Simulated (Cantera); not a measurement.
## Low-pressure radical oxidation in H2/O2

A perfectly stirred reactor is fed with H₂ : O₂ = 0.0093 : 1 (molar parts), equivalence ratio 0.0046, at 20.0 Torr; it is held at 1325 K, and followed from long to short residence time.

Model: the H2/O2 subset of GRI-Mech 3.0, which has no nitrogen chemistry, integrated in Cantera. Radical loss at walls, strong at low pressure, is not modelled.

```json
[
 {"τ (s)": "1.1", "x H₂": "1.95e-5", "x O₂": "0.989", "x OH": "0.000427", "x HO₂": "3.81e-7", "x H": "1.85e-5", "x H₂O₂": "1.34e-8"},
 {"τ (s)": "0.35", "x H₂": "3.75e-5", "x O₂": "0.988", "x OH": "0.000592", "x HO₂": "5.57e-7", "x H": "4.86e-5", "x H₂O₂": "1.78e-8"},
 {"τ (s)": "0.11", "x H₂": "7.38e-5", "x O₂": "0.986", "x OH": "0.000787", "x HO₂": "7.56e-7", "x H": "0.000109", "x H₂O₂": "2.22e-8"},
 {"τ (s)": "0.034", "x H₂": "0.000158", "x O₂": "0.984", "x OH": "0.000996", "x HO₂": "9.53e-7", "x H": "0.000197", "x H₂O₂": "2.71e-8"},
 {"τ (s)": "0.011", "x H₂": "0.000370", "x O₂": "0.983", "x OH": "0.00123", "x HO₂": "1.14e-6", "x H": "0.000286", "x H₂O₂": "3.47e-8"},
 {"τ (s)": "0.0034", "x H₂": "0.000973", "x O₂": "0.983", "x OH": "0.00156", "x HO₂": "1.37e-6", "x H": "0.000371", "x H₂O₂": "4.85e-8"},
 {"τ (s)": "0.0011", "x H₂": "0.00248", "x O₂": "0.985", "x OH": "0.00184", "x HO₂": "1.53e-6", "x H": "0.000388", "x H₂O₂": "6.23e-8"}
]
```
x: mole fraction; the columns are a selection and need not sum to one.
